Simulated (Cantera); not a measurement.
Charge: 1 mol CCl4, a varied amount of HCl, held at 3048 K and 750 Torr.

Equilibrium computed with Cantera from the NASA thermochemical tables; the gas is ideal and each condensed phase is pure. Candidate condensed phases: C, C6H6, C7H8, C8H18; 91 gas species. The tables' values for CCl are old estimates; treat these amounts as uncertain. Equilibrium is a limit: real reactors are often held back by kinetics, nucleation or transport.

Task: At 0.14 mol HCl, list the 5 most abundant gas species with their mole fractions, and the condensed phases.

Result: Cl 0.956, HCl 0.0332, Cl2 0.00849, H 0.000785, C3 0.000516. Condensed: C(graphite).
